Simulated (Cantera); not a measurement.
A perfectly stirred reactor is fed with NH3 : N2 = 1 : 6.8 (molar parts), at 150 Torr; it is held at 2175 K, and followed from long to short residence time.

Detailed kinetics in Cantera: the gas-phase N/H chemistry of the illustrative SiF4/NH3 mechanism in the Surface Chemkin manual (1991). Walls and surfaces, which speed up NH3 decomposition in real reactors, are not modelled.

### Question
What does this change do: N2 6.8 to 15 parts?

### Answer
| quantity | before | after |
|---|---|---|
| x(NH3) at τ = 1.80 s | 0.00175 | 0.000893 |
| x(N2H4) at τ = 1.80 s | 4.01e-11 | 1.56e-11 |
| x(H) at τ = 1.80 s | 0.00125 | 0.000788 |
| x(N2H2) at τ = 1.80 s | 1.58e-8 | 7.54e-9 |
| x(H2) at τ = 1.80 s | 0.167 | 0.0865 |
| x(NH3) at τ = 24.0 ms | 0.0726 | 0.0355 |
| x(N2H4) at τ = 24.0 ms | 7.11e-9 | 2.96e-9 |
| x(H) at τ = 24.0 ms | 0.000178 | 0.000123 |
| x(N2H2) at τ = 24.0 ms | 8.61e-7 | 4.20e-7 |
| x(H2) at τ = 24.0 ms | 0.0734 | 0.0378 |

### Question
What does this change do: temperature 2175 to 1975 K?

### Answer
```csv
quantity,before,after
x(NH3) at τ = 1.80 s,0.00175,0.0148
x(N2H4) at τ = 1.80 s,4.01e-11,6.09e-10
x(H) at τ = 1.80 s,0.00125,0.000259
x(N2H2) at τ = 1.80 s,1.58e-8,6.03e-8
x(H2) at τ = 1.80 s,0.167,0.151
x(NH3) at τ = 24.0 ms,0.0726,0.115
x(N2H4) at τ = 24.0 ms,7.11e-9,1.49e-8
x(H) at τ = 24.0 ms,0.000178,2.05e-5
x(N2H2) at τ = 24.0 ms,8.61e-7,6.82e-7
x(H2) at τ = 24.0 ms,0.0734,0.0178
```

### Question
What does this change do: pressure from 150 Torr to 100.0 Torr?

### Answer
```tsv
quantity	before	after
x(NH3) at τ = 1.80 s	0.00175	0.00280
x(N2H4) at τ = 1.80 s	4.01e-11	5.01e-11
x(H) at τ = 1.80 s	0.00125	0.00106
x(N2H2) at τ = 1.80 s	1.58e-8	2.56e-8
x(H2) at τ = 1.80 s	0.167	0.166
x(NH3) at τ = 24.0 ms	0.0726	0.0830
x(N2H4) at τ = 24.0 ms	7.11e-9	6.24e-9
x(H) at τ = 24.0 ms	0.000178	0.000146
x(N2H2) at τ = 24.0 ms	8.61e-7	1.07e-6
x(H2) at τ = 24.0 ms	0.0734	0.0595
```
